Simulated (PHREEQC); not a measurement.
0.1 mol of Atacamite (Cu2(OH)3Cl) is brought to equilibrium with 1 kg of water holding 0.065 mol NaOH, with rising amounts of LiCl, at 20 °C. Oxygen is held at 0.21 atm. The system is closed to CO2. The run lets Atacamite, Cu(OH)2, Halite precipitate or redissolve, and no other solid.

Equilibrium calculation in PHREEQC: ion-association model, wateq4f.dat.

| LiCl added (mol) | pH | Cu(OH)2 (mol) |
|---|---|---|
| 0 | 8.80 | 0.130 |
| 0.0208 | 8.91 | 0.130 |
| 0.0625 | (withheld) | 0.130 |
| 0.0833 | (withheld) | 0.130 |
| 0.104 | (withheld) | 0.130 |
| 0.146 | (withheld) | 0.130 |
| 0.167 | (withheld) | 0.130 |
| 0.188 | (withheld) | 0.130 |
| 0.229 | (withheld) | 0.130 |
| 0.25 | 9.42 | 0.130 |

Task: What belongs in the gaps?

Result: 
- 0.0625, pH: 9.07
- 0.0833, pH: 9.13
- 0.104, pH: 9.18
- 0.146, pH: 9.27
- 0.167, pH: 9.30
- 0.188, pH: 9.34
- 0.229, pH: 9.40

The database's constant for dissolved Cu(OH)2 is higher than later reviews accept.
